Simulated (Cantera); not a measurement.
A diamond (100) surface in a fixed gas of H2 with x(CH4) = 0.028, x(H) = 0.00027, at 1050 K, 0.0540 bar; coverages are run to steady state.

Cantera simulation using the Harris–Goodwin 1993 mechanism for the reconstructed diamond (100) surface; the numbers are that mechanism's predictions, not measurements.

θ: site fractions in the mechanism's names (c6HH fully hydrogenated, c6H* and c6*H radical sites, c6** diradical, c6HM methylated).

```json
[
 {"x(CH3)": "1e-06", "growth (µm/h)": "0.0102", "θ c6HH": "0.576", "θ c6H*": "0.0219", "θ c6*H": "0.392", "θ c6**": "0.00923", "θ c6HM": "0.000453"},
 {"x(CH3)": "2.2e-06", "growth (µm/h)": "0.0223", "θ c6HH": "0.576", "θ c6H*": "0.0219", "θ c6*H": "0.392", "θ c6**": "0.00922", "θ c6HM": "0.000995"},
 {"x(CH3)": "4.9e-06", "growth (µm/h)": "[?]", "θ c6HH": "0.575", "θ c6H*": "0.0218", "θ c6*H": "0.391", "θ c6**": "0.00918", "θ c6HM": "[?]"},
 {"x(CH3)": "1.1e-05", "growth (µm/h)": "[?]", "θ c6HH": "0.572", "θ c6H*": "0.0218", "θ c6*H": "0.390", "θ c6**": "0.00911", "θ c6HM": "[?]"},
 {"x(CH3)": "2.4e-05", "growth (µm/h)": "0.239", "θ c6HH": "0.568", "θ c6H*": "0.0216", "θ c6*H": "0.386", "θ c6**": "0.00896", "θ c6HM": "0.0107"},
 {"x(CH3)": "5.3e-05", "growth (µm/h)": "0.514", "θ c6HH": "0.558", "θ c6H*": "0.0212", "θ c6*H": "0.379", "θ c6**": "0.00863", "θ c6HM": "0.0230"},
 {"x(CH3)": "0.00012", "growth (µm/h)": "1.10", "θ c6HH": "0.536", "θ c6H*": "0.0203", "θ c6*H": "0.363", "θ c6**": "0.00795", "θ c6HM": "0.0493"},
 {"x(CH3)": "0.00026", "growth (µm/h)": "2.15", "θ c6HH": "0.498", "θ c6H*": "0.0188", "θ c6*H": "0.336", "θ c6**": "0.00677", "θ c6HM": "0.0967"},
 {"x(CH3)": "0.00057", "growth (µm/h)": "3.89", "θ c6HH": "0.433", "θ c6H*": "0.0162", "θ c6*H": "0.289", "θ c6**": "0.00498", "θ c6HM": "0.176"}
]
```

Q: What belongs in the gaps?

A: 
- 4.9e-06, growth (µm/h): 0.0496
- 4.9e-06, θ c6HM: 0.00221
- 1.1e-05, growth (µm/h): 0.111
- 1.1e-05, θ c6HM: 0.00494
